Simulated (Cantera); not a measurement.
Input (Python, Cantera) and output of one run.

```python
import numpy as np
import cantera as ct

gas_names = """
    B BN BO BO2 B2 B2O B2O2 B2O3 N NO NO2 NO3 N2 N2O O O2 O3
""".split()
cond_names = """
    B(b) B(L) BN(s) B2O3(L)
""".split()


def load(file, names, dense=False):
    # The tables refer to 1 bar. Condensed volumes are neglected.
    table = {s.name: s for s in ct.Species.list_from_file(file)}
    out = []
    for n in names:
        d = dict(table[n].input_data)
        d["thermo"] = dict(d["thermo"], **{"reference-pressure": 1e5})
        if dense:
            d["equation-of-state"] = {"model": "constant-volume", "density": "1e6 g/cm^3"}
        out.append(ct.Species.from_dict(d))
    return out


gas = ct.Solution(thermo="ideal-gas", species=load("nasa_gas.yaml", gas_names))
cond = {s.name: ct.Solution(thermo="fixed-stoichiometry", species=[s], name=s.name)
        for s in load("nasa_condensed.yaml", cond_names, dense=True)}
atoms = {
    'B2O3': {'B': 2, 'O': 3},
    'N2': {'N': 2},
}
top_T = {'BN(s)': 3200}  # K; cautious upper limits of use, not melting points


def equilibrate(T, P, feed):
    n = {}
    for name, mol in feed.items():
        for a, k in atoms[name].items():
            n[a] = n.get(a, 0.0) + k * mol
    gas.TPX = T, P, n
    mass = sum(n.values()) * gas.mean_molecular_weight
    gas.equilibrate("TP")
    valid = [c for c in cond.values() if c.min_temp <= T <= top_T.get(c.name, c.max_temp)]
    mix = ct.Mixture([(gas, mass / gas.mean_molecular_weight)] + [(c, 0.0) for c in valid])
    mix.T, mix.P = T, P
    mix.equilibrate("TP", solver="vcs", rtol=1e-11, max_steps=5000)
    return mix


results = []
feed = {'B2O3': 1, 'N2': 6.7}  # mol
P = 1333.22  # Pa
for T in [1200, 1300, 1400, 1500, 1600, 1700, 1800]:
    mix = equilibrate(T, P, feed)
    results.append((T, P, feed, dict(zip(mix.species_names, mix.species_moles))))
    x = sorted(zip(gas.X, gas.species_names), reverse=True)
    print(f"T = {T:g} K  P = {P:g} Pa  gas = {mix.phase_moles(0):.4g} mol")
    print("   x: " + "  ".join(f"{s} {v:.3e}" for v, s in x if v > 1e-06))
    print("   condensed (mol): " + ("  ".join(f"{mix.phase(i).name} {mix.phase_moles(i):.4g}"
          for i in range(1, mix.n_phases) if mix.phase_moles(i) > 1e-12) or "none"))
```

It prints:

```
T = 1200 K  P = 1333.22 Pa  gas = 6.7 mol
   x: N2 1.000e+00
   condensed (mol): B2O3(L) 1
T = 1300 K  P = 1333.22 Pa  gas = 6.7 mol
   x: N2 1.000e+00  B2O3 1.396e-05
   condensed (mol): B2O3(L) 0.9999
T = 1400 K  P = 1333.22 Pa  gas = 6.701 mol
   x: N2 9.998e-01  B2O3 1.803e-04
   condensed (mol): B2O3(L) 0.9988
T = 1500 K  P = 1333.22 Pa  gas = 6.711 mol
   x: N2 9.984e-01  B2O3 1.627e-03
   condensed (mol): B2O3(L) 0.9891
T = 1600 K  P = 1333.22 Pa  gas = 6.775 mol
   x: N2 9.890e-01  B2O3 1.100e-02  BO2 9.134e-06  BO 5.950e-06  B2O2 1.793e-06
   condensed (mol): B2O3(L) 0.9254
T = 1700 K  P = 1333.22 Pa  gas = 7.119 mol
   x: N2 9.412e-01  B2O3 5.867e-02  BO2 7.222e-05  BO 4.528e-05  B2O2 1.456e-05
   condensed (mol): B2O3(L) 0.5818
T = 1800 K  P = 1333.22 Pa  gas = 7.702 mol
   x: N2 8.699e-01  B2O3 1.295e-01  BO2 3.019e-04  BO 2.056e-04  B2O2 5.262e-05  NO 3.724e-06
   condensed (mol): none
```

Method: chemical equilibrium by Gibbs-energy minimisation in Cantera with the NASA 1993 tables (ideal gas, pure condensed phases).
